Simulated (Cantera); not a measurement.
An adiabatic, constant-volume homogeneous reactor starts with CH4 : O2 : N2 = 1 : 0.833 : 6.25 (molar parts), at 1100 K and 1.00 bar.

Cantera simulation using GRI-Mech 3.0 (53 species, 325 reactions); the numbers are that mechanism's predictions, not measurements.

x: mole fraction; the columns are a selection and need not sum to one.

| t (s) | T (K) | P (bar) | x CH4 | x O2 | x CH2O | x H2 | x HO2 | x OH | x HCO |
|---|---|---|---|---|---|---|---|---|---|
| 2.00e-6 | 1100 | 1.00 | 0.124 | 0.103 | <1e-12 | <1e-12 | 1.48e-10 | <1e-12 | <1e-12 |
| 9.28e-6 | 1100 | 1.00 | 0.124 | 0.103 | <1e-12 | 2.43e-12 | 6.87e-10 | <1e-12 | <1e-12 |
| 4.31e-5 | 1100 | 1.00 | 0.124 | 0.103 | 1.91e-11 | 1.45e-11 | (withheld) | <1e-12 | <1e-12 |
| 0.000200 | 1100 | 1.00 | 0.124 | 0.103 | 4.28e-10 | 1.09e-10 | (withheld) | 2.29e-12 | <1e-12 |
| 0.000928 | 1100 | 1.00 | 0.124 | 0.103 | 1.07e-8 | 1.72e-9 | (withheld) | 1.65e-11 | <1e-12 |
| 0.00431 | 1100 | 1.00 | 0.124 | 0.103 | 4.06e-7 | 7.19e-8 | 1.48e-7 | 1.38e-10 | <1e-12 |
| 0.0200 | 1100 | 1.00 | 0.124 | 0.103 | 7.41e-6 | 1.33e-6 | 1.44e-7 | 2.73e-10 | 1.52e-12 |
| 0.0928 | 1101 | 1.00 | 0.124 | 0.103 | 5.06e-5 | 1.27e-5 | (withheld) | 4.89e-10 | 1.27e-11 |
| 0.431 | 1114 | 1.01 | 0.122 | 0.102 | 0.000545 | 0.000511 | (withheld) | 5.47e-9 | 4.38e-10 |
| 2.00 | 1904 | 1.98 | 2.02e-9 | 1.55e-9 | 1.23e-8 | 0.154 | 1.41e-12 | 7.75e-6 | 2.01e-8 |

### Question
What belongs in the gaps?

### Answer

- 4.31e-5, x HO2: 3.17e-9
- 0.000200, x HO2: 1.44e-8
- 0.000928, x HO2: 5.97e-8
- 0.0928, x HO2: 3.22e-7
- 0.431, x HO2: 2.49e-6
